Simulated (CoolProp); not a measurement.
Saturation properties of nitrous oxide.

Model: reference Helmholtz-energy equation of state, Lemmon 2006, in CoolProp. It is a short technical equation, of lower accuracy than the large ones.

| T (K) | p (MPa) | vapour density (kg/m³) | enthalpy of vaporisation (kJ/kg) |
|---|---|---|---|
| 235.5 | 1.019 | 26.41 | 307.3 |
| 239.8 | 1.180 | 30.51 | 300.3 |
| 244.1 | 1.358 | 35.12 | 293.0 |
| 248.4 | 1.556 | 40.29 | 285.4 |
| 252.7 | 1.773 | 46.08 | 277.4 |
| 257 | 2.012 | 52.58 | 269.0 |
| 261.3 | 2.274 | 59.88 | 260.1 |
| 265.6 | 2.559 | 68.09 | 250.7 |
| 269.9 | 2.870 | 77.35 | 240.7 |
| 274.2 | 3.207 | 87.86 | 230.0 |
| 278.4 | 3.564 | 99.57 | 218.8 |

It boils at 184.7 K under 1 atm.
